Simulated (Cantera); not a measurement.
Cantera run, input and output.

```python
import numpy as np
import cantera as ct

gas = ct.Solution("gri30.yaml", transport_model="multicomponent")
show = ['H2O', 'C2H2', 'CH4']

rows = []
print(f"{'T/K':>7s}{'rho':>11s}{'cp':>10s}{'mu':>11s}{'lambda':>11s}{'Pr':>7s}" + "".join(f"{'D_' + s:>11s}" for s in show))
for T in [400, 550, 700, 850, 1000, 1150, 1300, 1450, 1600]:
    gas.TPX = T, 1000000, {'N2O': 0.91, 'N2': 0.15, 'CO2': 0.17}
    Pr = gas.cp_mass * gas.viscosity / gas.thermal_conductivity
    D = [gas.mix_diff_coeffs_mole[gas.species_index(s)] for s in show]
    rows.append([gas.density, gas.cp_mass, gas.viscosity, gas.thermal_conductivity, Pr, *D])
    print(f"{T:7g}{gas.density:11.4e}{gas.cp_mass:10.1f}{gas.viscosity:11.4e}"
          f"{gas.thermal_conductivity:11.4e}{Pr:7.3f}" + "".join(f"{d:11.4e}" for d in D))
print("SI units: kg/m3, J/kg/K, Pa s, W/m/K, m2/s")
```

Output:

```
    T/K        rho        cp         mu     lambda     Pr      D_H2O     D_C2H2      D_CH4
    400 1.2647e+01     971.8 1.9786e-05 2.6082e-02  0.737 3.0482e-06 2.2001e-06 3.0312e-06
    550 9.1979e+00    1068.8 2.5815e-05 3.7360e-02  0.739 5.6494e-06 3.9333e-06 5.3566e-06
    700 7.2269e+00    1142.4 3.1129e-05 4.8166e-02  0.738 8.8841e-06 6.0338e-06 8.1595e-06
    850 5.9516e+00    1200.4 3.5936e-05 5.8494e-02  0.737 1.2680e-05 8.4640e-06 1.1394e-05
   1000 5.0588e+00    1244.8 4.0364e-05 6.8228e-02  0.736 1.6983e-05 1.1197e-05 1.5026e-05
   1150 4.3990e+00    1275.5 4.4498e-05 7.7187e-02  0.735 2.1756e-05 1.4214e-05 1.9033e-05
   1300 3.8914e+00    1301.8 4.8397e-05 8.5793e-02  0.734 2.6968e-05 1.7498e-05 2.3394e-05
   1450 3.4888e+00    1324.1 5.2103e-05 9.4061e-02  0.733 3.2595e-05 2.1038e-05 2.8095e-05
   1600 3.1618e+00    1343.0 5.5648e-05 1.0201e-01  0.733 3.8618e-05 2.4824e-05 3.3121e-05
SI units: kg/m3, J/kg/K, Pa s, W/m/K, m2/s
```

Computed with Cantera and GRI-Mech 3.0 (53 species, 325 reactions). The composition is frozen, though it would react at the higher temperatures.
